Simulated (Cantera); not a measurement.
Feed: 1 mol CF4, 2.9 mol H2, held at 1550 K and 1.33 mbar.

Method: chemical equilibrium by Gibbs-energy minimisation in Cantera with the NASA 1993 tables (ideal gas, pure condensed phases). Candidate condensed phases: C, C6H6, C7H8, C8H18; 95 gas species. Equilibrium is a limit: real reactors are often held back by kinetics, nucleation or transport.

Base state: HF 0.816, H2 0.183, H 0.000369 (mole fractions); condensed: C(graphite).

Problem. What changes in the equilibrium state with this change: CF4 replaced by CH2F2?

Solution. 
```tsv
species	before	after
H2	0.183	0.591
HF	0.816	0.408
H	0.000369	0.000663
C(graphite), mol	1.000	1.000
```
